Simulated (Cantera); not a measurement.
# Pyrogenic steam for wet oxidation

A perfectly stirred reactor is fed with 14.8 % H2, 8.20 % O2, 77.0 % N2, equivalence ratio 0.90, at 0.247 atm; it is held at 950 K, and followed from long to short residence time.

Detailed kinetics in Cantera: GRI-Mech 3.0 (53 species, 325 reactions). The temperature is held fixed by assumption; the heat of reaction is taken as removed at once.

| τ (s) | x H2 | x O2 | x HO2 | x O | x H | x NO | x N2O |
|---|---|---|---|---|---|---|---|
| 1.2 | 0.00174 | 0.00971 | 4.05e-6 | 1.70e-5 | 4.73e-5 | 4.61e-8 | 4.10e-8 |
| 0.62 | 0.00247 | 0.0101 | 4.37e-6 | 2.65e-5 | 8.78e-5 | 6.73e-8 | 3.43e-8 |
| 0.32 | 0.00349 | 0.0106 | 4.72e-6 | 4.04e-5 | 0.000161 | 9.59e-8 | 2.84e-8 |
| 0.17 | 0.00486 | 0.0113 | 5.12e-6 | 5.95e-5 | 0.000281 | 1.31e-7 | 2.35e-8 |
| 0.086 | 0.00691 | 0.0123 | 5.65e-6 | 8.88e-5 | 0.000501 | 1.75e-7 | 1.92e-8 |
| 0.045 | 0.00962 | 0.0137 | 6.30e-6 | 0.000128 | 0.000845 | 2.23e-7 | 1.58e-8 |
| 0.023 | 0.0135 | 0.0157 | 7.16e-6 | 0.000186 | 0.00141 | 2.73e-7 | 1.29e-8 |
| 0.012 | 0.0185 | 0.0184 | 8.22e-6 | 0.000263 | 0.00223 | 3.18e-7 | 1.05e-8 |
| 0.0062 | 0.0253 | 0.0220 | 9.56e-6 | 0.000369 | 0.00344 | 3.54e-7 | 8.52e-9 |
| 0.0032 | 0.0343 | 0.0267 | 1.11e-5 | 0.000510 | 0.00513 | 3.73e-7 | 6.75e-9 |
x: mole fraction; the columns are a selection and need not sum to one.
